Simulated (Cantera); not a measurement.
Cantera with NASA thermochemical tables; ideal gases at 1 bar, condensed phases pure. Values are per mole of reaction as written; species without (g) are pure solids or liquids, kept so even where they would boil at 1 bar.

H₂O₂(g) + 2 HI(g) ⇌ 2 H₂O(g) + I₂

| T (K) | ΔH° (kJ) | ΔS° (J/K) | ΔG° (kJ) | log10 K |
|---|---|---|---|---|
| 423 | [?] | [?] | [?] | [?] |
| 473 | -378.7 | -99.0 | -331.9 | 36.65 |
| 523 | [?] | [?] | [?] | [?] |
| 573 | -374.8 | -91.4 | -322.4 | 29.39 |

Complete the blanks.


- 423, ΔH° (kJ): -380.8
- 423, ΔS° (J/K): -103.7
- 423, ΔG° (kJ): -337.0
- 423, log10 K: 41.61
- 523, ΔH° (kJ): -376.7
- 523, ΔS° (J/K): -95.0
- 523, ΔG° (kJ): -327.1
- 523, log10 K: 32.66
